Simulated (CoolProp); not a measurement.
Properties of R113 along the isotherm 226.85 °C (Tc = 214.1 °C, pc = 3392 kPa, ω = 0.253).

Computed with CoolProp (reference Helmholtz-energy equation of state, Marx 1992).

| p (kPa) | phase | Z | cp (kJ/(kg K)) | speed of sound (m/s) | isothermal compressibility (1/MPa) | expansivity (1/kK) |
|---|---|---|---|---|---|---|
| 121 | gas | 0.9889 | 0.8088 | 151.7 | 8.358 | 2.075 |
| 242 | gas | 0.9777 | 0.8124 | 150.2 | 4.228 | 2.155 |
| 363 | gas | 0.9662 | 0.8162 | 148.7 | 2.853 | 2.241 |
| 485 | gas | 0.9545 | 0.8204 | 147.1 | 2.163 | 2.333 |
| 606 | gas | 0.9427 | 0.8247 | 145.5 | 1.754 | 2.431 |
| 727 | gas | 0.9307 | 0.8295 | 143.8 | 1.483 | 2.536 |
| 848 | gas | 0.9185 | 0.8345 | 142.2 | 1.290 | 2.649 |
| 969 | gas | 0.9061 | 0.8400 | 140.4 | 1.147 | 2.770 |
| 1090 | gas | 0.8934 | 0.8460 | 138.7 | 1.036 | 2.902 |
| 1210 | gas | 0.8805 | 0.8524 | 136.9 | 0.9494 | 3.044 |
| 1330 | gas | 0.8674 | 0.8594 | 135.1 | 0.8794 | 3.198 |
| 1450 | gas | 0.8540 | 0.8670 | 133.2 | 0.8222 | 3.367 |
| 1570 | gas | 0.8402 | 0.8754 | 131.2 | 0.7750 | 3.552 |
| 1700 | gas | 0.8249 | 0.8854 | 129.1 | 0.7328 | 3.775 |
